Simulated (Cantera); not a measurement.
Thermodynamics of silicon oxide and oxynitride deposition, feed Si2H6 + N2O + N2 + H2O

Feed: 1 mol Si2H6, 14 mol N2O, 1.2 mol N2, 5.7 mol H2O, equilibrated at 0.0440 bar.

Equilibrium computed with Cantera from the NASA thermochemical tables; the gas is ideal and each condensed phase is pure. Candidate condensed phases: H2O, Si, SiO2, Si2N2O, Si3N4; 35 gas species. The feed counts by its element totals alone. The tables hold silica as quartz up to 1696 K and as liquid above; real silica turns to tridymite and cristobalite and melts near 1996 K. Gases not in the tables: Si(OH)4. Rates play no part.

From 777 °C to 1377 °C the condensed part is SiO2(β-quartz). From 1452 °C to 1602 °C the condensed part is SiO2(condensed).

```tsv
T (°C)	x N2	x H2O	x O2	x OH	n SiO2(β-quartz)	n SiO2(condensed)
777	0.555	0.318	0.128	1.00e-6	2.00	0
852	0.555	0.318	0.128	3.47e-6	2.00	0
927	0.555	0.318	0.128	1.03e-5	2.00	0
1002	0.555	0.318	0.128	2.68e-5	2.00	0
1077	0.555	0.317	0.128	6.30e-5	2.00	0
1152	0.554	0.317	0.127	0.000135	2.00	0
1227	0.554	0.317	0.127	0.000268	2.00	0
1302	0.554	0.317	0.127	0.000500	2.00	0
1377	0.554	0.317	0.127	0.000879	2.00	0
1452	0.553	0.317	0.126	0.00147	0	2.00
1527	0.553	0.316	0.126	0.00235	0	2.00
1602	0.552	0.315	0.125	0.00363	0	2.00
```
x: gas mole fraction; n: condensed amount in mol.
